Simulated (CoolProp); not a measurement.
A single-stage vapour-compression cycle with propylene: evaporating at 260.15 K (dew point), condensing at 313.15 K (bubble point), superheat 5 K, subcooling 5 K, compressor efficiency 0.7, no pressure losses. Each further row changes one setting.

The numbers come from the reference Helmholtz-energy equation of state, Lemmon 2013 in CoolProp.

| case | cooling COP | pressure ratio | discharge temperature (K) | refrigerating effect (kJ/kg) | volumetric capacity (kJ/m³) |
|---|---|---|---|---|---|
| as stated | 2.69 | 4.25 | 346.3 | 282 | 2290 |
| evaporating temperature 265.15 K | ? | ? | 342.8 | ? | 2720 |
| condensing temperature 308.15 K | 3.08 | ? | ? | 296 | 2400 |
| subcooling 10 K | 2.83 | 4.25 | 346.3 | 296 | 2400 |
| superheat 15 K | 2.70 | 4.25 | ? | 298 | ? |
| compressor efficiency 0.6 | 2.31 | 4.25 | ? | 282 | 2290 |

### Question
Complete the blanks.

### Answer

- evaporating temperature 265.15 K, cooling COP: 3.10
- evaporating temperature 265.15 K, pressure ratio: 3.61
- evaporating temperature 265.15 K, refrigerating effect (kJ/kg): 287
- condensing temperature 308.15 K, pressure ratio: 3.79
- condensing temperature 308.15 K, discharge temperature (K): 339.5
- superheat 15 K, discharge temperature (K): 356.8
- superheat 15 K, volumetric capacity (kJ/m³): 2300
- compressor efficiency 0.6, discharge temperature (K): 355.0
